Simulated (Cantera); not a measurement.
Cantera run:

```python
import numpy as np
import cantera as ct

gas_names = [...]  # 136 gases of nasa_gas.yaml made of C, H, N, O
cond_names = """
    C(gr) C6H6(L) C7H8(L) C8H18(L),n-octa H2O(s) H2O(L)
""".split()


# ... load() reads the species with a 1 bar reference pressure and builds the phases ...
atoms = {
    'acetone': {'C': 3, 'H': 6, 'O': 1},
    'H2O': {'H': 2, 'O': 1},
    'N2': {'N': 2},
}
top_T = {'C(gr)': 4500}  # K; cautious upper limits of use, not melting points


# ... equilibrate(T, P, feed) seeds the gas with the atoms and calls Mixture.equilibrate('TP', solver="vcs", rtol=1e-11, max_steps=5000) ...
results = []
feed = {'acetone': 1, 'H2O': 1.4, 'N2': 21}  # mol
T = 2750  # K
P = 1333.22  # Pa
mix = equilibrate(T, P, feed)
results.append((T, P, feed, dict(zip(mix.species_names, mix.species_moles))))
x = sorted(zip(gas.X, gas.species_names), reverse=True)
print(f"T = {T:g} K  P = {P:g} Pa  gas = {mix.phase_moles(0):.4g} mol")
print("   x: " + "  ".join(f"{s} {v:.3e}" for v, s in x if v > 1e-05))
print("   condensed (mol): " + ("  ".join(f"{mix.phase(i).name} {mix.phase_moles(i):.4g}"
      for i in range(1, mix.n_phases) if mix.phase_moles(i) > 1e-12) or "none"))
```

Output:

```
T = 2750 K  P = 1333.22 Pa  gas = 30.09 mol
   x: N2 6.888e-01  H 1.492e-01  CO 7.975e-02  H2 6.339e-02  HCN 1.337e-02  CN 2.501e-03  HNC 2.032e-03  C2H2,acetylene 4.681e-04  C3 1.701e-04  C 1.451e-04  C2H 1.277e-04  C2N2 5.483e-05  C2 3.211e-05  N 1.726e-05
   condensed (mol): none
```

Cantera equilibrium calculation (NASA polynomials, part measured and part estimated; ideal gas, pure solids and liquids). The feed counts by its element totals alone.
